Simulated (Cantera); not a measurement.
Input: 1 mol SiH₂Cl₂, 0.022 mol HCl, 1.8 mol H₂, 0.097 mol C₂H₄, equilibrated at 2325 K and 0.200 bar.

Method: chemical equilibrium by Gibbs-energy minimisation in Cantera with the NASA 1993 tables (ideal gas, pure condensed phases). Candidate condensed phases: C, C₆H₆, C₇H₈, C₈H₁₈, Si, SiC; 109 gas species. Mutual solubility and eutectic melting of coexisting phases are not modelled. The tables' values for SiCl, SiCl₃ are old estimates; treat these amounts as uncertain. Gases not in the tables: Si₂H₆ and higher silanes. Kinetics and transport are ignored.

Base state: H₂ 0.614, HCl 0.217, SiCl₂ 0.131, H 0.0193, Si 0.00580, SiCl 0.00553, Cl 0.00488, SiCl₃ 0.00140 (mole fractions); condensed: Si(l) + SiC(s).

Q: What changes in the equilibrium state with this change: temperature from 2325 K to 1600 K?

A: 
```
species        before     after
-----------  --------  --------
H₂              0.614     0.677
HCl             0.217     0.163
SiCl₂           0.131     0.135
H              0.0193  0.000100
SiCl₃         0.00140    0.0164
Si₂C         0.000509   1.55e-9
Si₂          0.000117   1.22e-9
Si(l), mol      0.210         0
SiC(s), mol     0.191     0.194
Si(s), mol          0     0.174
```
The tables' values for SiCl₃, SiCl are old estimates; treat these amounts as uncertain.
